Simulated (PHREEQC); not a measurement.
Solution (65 °C): 0.075 mol/kgw K2CO3, 0.00078 mol/kgw Al(NO3)3 and 0.00093 mol/kgw H3BO3. Closed to the air; pH follows from the charge balance.

Model: ion-association model, wateq4f.dat, run in PHREEQC.

```csv
quantity,before,after
pH,10.53,9.73
ionic strength (mol/kgw),0.215,0.0178
CO3-2 (mol/kgw),0.0650,0.00281
HCO3- (mol/kgw),0.00999,0.00469
H3BO3 (mol/kgw),1.53e-5,0.000117
CO2 (mol/kgw),4.06e-7,1.49e-6
```

Question: Name the change that produced these shifts.
A) temperature from 65 to 30 °C
B) K2CO3 from 0.075 to 0.0075 mol/kgw
C) 0.012 mol/kgw HBr added
D) 0.0019 mol/kgw Na2B4O7 added
E) Al(NO3)3 left out

Answer: B, K2CO3 from 0.075 to 0.0075 mol/kgw

This is a speciation only: nothing precipitates in the calculation. Away from 25 °C the constants follow the database's enthalpies or fits; those with neither stay at their 25 °C values.
